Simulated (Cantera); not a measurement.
A jet of CH4 : O2 : N2 = 0.071 : 0.15 : 0.79 (molar parts), equivalence ratio 0.95 at 300 K and 0.200 bar hits a platinum plate 5.5 cm away at a mass flux of 0.021 kg/m²/s; the plate temperature is set and raised in steps from an oxygen-covered start.

Model: Deutschmann's 1995 Pt surface mechanism with GRI-Mech 3.0 gas chemistry, integrated in Cantera. Catalytic surfaces can have several steady states; this one follows from the mechanism file's or the stated starting coverage.

x: mole fraction at the wall; θ: surface coverage.

```csv
plate T (K),wall x CH4,wall x O2,wall x H2O,wall x OH,wall x CO,wall x CO2,θ free Pt,θ O*,θ OH*
950,0.0106,0.0214,0.111,…,6.46e-6,0.0739,0.323,0.673,0.00376
1000,0.00589,0.0114,0.119,…,5.38e-6,0.0798,0.438,0.558,0.00344
1050,0.00378,0.00709,0.123,…,5.15e-6,0.0823,0.546,0.451,0.00297
1100,0.00274,0.00498,0.125,…,5.50e-6,0.0835,0.641,0.356,0.00247
1150,0.00217,0.00390,0.125,…,6.41e-6,0.0840,0.721,0.277,0.00201
1200,0.00185,0.00341,0.126,…,7.90e-6,0.0842,0.783,0.215,0.00163
1250,0.00167,0.00327,0.126,…,1.00e-5,0.0842,0.830,0.169,0.00132
```

### Question
What belongs in the gaps?

### Answer

- 950, wall x OH: 1.09e-7
- 1000, wall x OH: 2.60e-7
- 1050, wall x OH: 5.62e-7
- 1100, wall x OH: 1.12e-6
- 1150, wall x OH: 2.08e-6
- 1200, wall x OH: 3.66e-6
- 1250, wall x OH: 6.19e-6
